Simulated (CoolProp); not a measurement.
Vapour-liquid equilibrium of n-heptane (1) + p-xylene (2) at 389 K; x and y are mole fractions of (1).

The numbers come from the multi-fluid Helmholtz-energy mixture model, Span 2003 and Zhou 2012; pair parameters Bell 2016 in CoolProp.

```tsv
x	bubble pressure, mixture model (MPa)	bubble pressure, Raoult's law (MPa)	y, mixture model	y, Raoult's law
0.05	0.06089	0.05890	0.164	0.140
0.2	0.08118	0.07562	0.460	0.436
0.35	0.09886	0.09234	0.627	0.625
0.5	0.1149	0.1091	0.743	0.755
0.65	0.1301	0.1258	0.833	0.852
0.8	0.1449	0.1425	0.909	0.925
0.95	0.1598	0.1592	0.978	0.983
```

The largest gap from Raoult's law is +7.4 % in bubble pressure, at x = 0.2. No azeotrope shows between x = 0.05 and 0.95.

The pair parameters rest on a limited set of measurements; away from them the model extrapolates.
